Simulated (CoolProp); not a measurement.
C2F6 (R116) at 293.15 K and 3.68 MPa is compressed adiabatically to 18.3 MPa with isentropic efficiency 0.6. Each further row changes one setting.

Computed with CoolProp (reference Helmholtz-energy equation of state, Lemmon 2006). It is a short technical equation, of lower accuracy than the large ones.

```
case             work (kJ/kg)  final temperature (K)  final density (kg/m³)
---------------  ------------  ---------------------  ---------------------
as stated                 [?]                  321.8                   1180
efficiency 1             13.2                    [?]                   1210
efficiency 0.65           [?]                    [?]                   1180
```

**Question.** What belongs in the gaps?

**Answer.** 
- as stated, work (kJ/kg): 21.9
- efficiency 1, final temperature (K): 314.0
- efficiency 0.65, work (kJ/kg): 20.2
- efficiency 0.65, final temperature (K): 320.3
